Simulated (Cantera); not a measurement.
Mixture: 23.4 % H2, 16.0 % O2, 60.4 % N2, 0.185 % NO, at 14.0 bar, adiabatic and at constant pressure. Ignition delay is the time to a rise of 400 K.

Cantera simulation using GRI-Mech 3.0 (53 species, 325 reactions); the numbers are that mechanism's predictions, not measurements. The hydrogen kinetics of GRI-Mech 3.0 are dated; newer H2 mechanisms differ, most at raised pressure. The pressure lies above the range GRI-Mech 3.0 was tuned for (to about 10 atm). The mechanism lacks 2 NO + O2 → 2 NO2 and HONO, so NO2 and the effect of NO are under-described below about 1400 K.

**Question.** Predict: delay at 975 K; delay at 1025 K; delay at 1075 K; delay at 1125 K; delay at 1175 K; delay at 1225 K; delay at 1275 K; apparent activation energy between 1175 and 1275 K.

**Answer.** 
```json
{
  "delay at 975 K": "0.441 ms",
  "delay at 1025 K": "0.216 ms",
  "delay at 1075 K": "0.108 ms",
  "delay at 1125 K": "53.2 µs",
  "delay at 1175 K": "25.4 µs",
  "delay at 1225 K": "12.0 µs",
  "delay at 1275 K": "6.08 µs",
  "apparent activation energy between 1175 and 1275 K": "180 kJ/mol"
}
```
